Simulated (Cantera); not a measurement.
Input: 1 mol Fe3O4, 0.31 mol C, 0.21 mol CO, equilibrated at 0.320 bar.

Equilibrium computed with Cantera from the NASA thermochemical tables; the gas is ideal and each condensed phase is pure. Candidate condensed phases: C, Fe, Fe(CO)5, FeO, Fe2O3, Fe3O4; 15 gas species. Mutual solubility and eutectic melting of coexisting phases are not modelled. The tables' stoichiometric FeO is somewhat more stable than real wüstite, so its field is too wide. FeO: taken at fixed stoichiometry. Kinetics and transport are ignored. All values below are at 975 °C.

Base state: CO2 0.949, CO 0.0509 (mole fractions); condensed: FeO(s) + Fe3O4(s).

**Question.** What changes in the equilibrium state with this change: 1.8 mol H2S added?

**Answer.** 
| species | before | after |
|---|---|---|
| H2O | 0 | 0.719 |
| CO2 | 0.949 | 0.207 |
| H2 | 0 | 0.0248 |
| CO | 0.0509 | 0.0111 |
| SO2 | 0 | 0.0202 |
| H2S | 0 | 0.0131 |
| S2 | 0 | 0.00351 |
| COS | 0 | 0.000188 |
| FeO(s), mol | 2.41 | 1.02 |
| Fe3O4(s), mol | 0.196 | 0.0937 |
| FeS(s), mol | 0 | 1.70 |
Metal and sulfide melt together well below either melting point, which pure phases cannot show. FeO, FeS: taken at fixed stoichiometry. Gases not in the tables: S3 to S7. Further candidate phases: C6H6, C7H8, C8H18, Fe(OH)2, Fe(OH)3, FeS, FeSO4, FeS2, Fe2(SO4)3, H2O, H2SO4, S.
